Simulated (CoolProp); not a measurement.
C2F6 (R116) along the isotherm 319.2 K: density (kg/m³) from the reference equation and from simpler models built on Tc = 293.0 K, pc = 3.048 MPa, ω = 0.257; each cubic takes its own stable root.

Computed with CoolProp (reference Helmholtz-energy equation of state, Lemmon 2006). It is a short technical equation, of lower accuracy than the large ones.

```csv
p (MPa),phase,reference
0.571,gas,31.19
1.14,gas,65.79
1.71,gas,105.1
2.29,gas,151.8
2.86,gas,207.0
3.43,supercritical,276.5
4,supercritical,368.8
4.57,supercritical,493.7
```

### Question
How far does each simpler model (ideal gas, van der Waals, Redlich-Kwong) lie from the reference over these 8 states: mean and median of the absolute difference, and the worst?

### Answer
- ideal gas: mean 26.3 %, median 24.9 %, worst -51.9 % at 319.2 K and 4.57 MPa
- van der Waals: mean 4.3 %, median 0.9 %, worst +14.2 % at 319.2 K and 4 MPa
- Redlich-Kwong: mean 2.8 %, median 2.0 %, worst +6.3 % at 319.2 K and 4.57 MPa
